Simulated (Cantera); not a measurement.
A closed system holds: 1 mol SiF4, 4.8 mol NO, 48 mol N2, at 1375 °C and 9.10 mbar.

Method: chemical equilibrium by Gibbs-energy minimisation in Cantera with the NASA 1993 tables (ideal gas, pure condensed phases). Candidate condensed phases: Si, SiO2, Si2N2O, Si3N4; 28 gas species. Kinetics and transport are ignored.

Base state: N2 0.936, O2 0.0440, SiF4 0.0186, NO 0.00118, O 5.57e-5 (mole fractions); condensed: gas only.

Task: What changes in the equilibrium state with this change: NO from 4.8 to 3.2 mol?

Result: 
```json
[
 {"species": "N2", "before": "0.936", "after": "0.950"},
 {"species": "O2", "before": "0.0440", "after": "0.0301"},
 {"species": "SiF4", "before": "0.0186", "after": "0.0192"},
 {"species": "O", "before": "5.57e-5", "after": "4.61e-5"},
 {"species": "NO", "before": "0.00118", "after": "0.000983"}
]
```
